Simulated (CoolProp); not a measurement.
Properties of normal hydrogen at several states.

The numbers come from the reference Helmholtz-energy equation of state, Leachman 2009 in CoolProp.

```
T (°C)   p (bar)          phase  cv (kJ/(kg K))  conductivity (mW/(m K))
-------  -------  -------------  --------------  -----------------------
-244.15     1.99            gas           6.301                     24.7
132.15     0.756            gas           10.36                      233
715.75      1.09            gas           10.85                      456
428.55     0.923            gas           10.49                      347
642.55      50.2  supercritical           10.75                      431
```

Thermal conductivity comes from a separate model (Assael 2011).
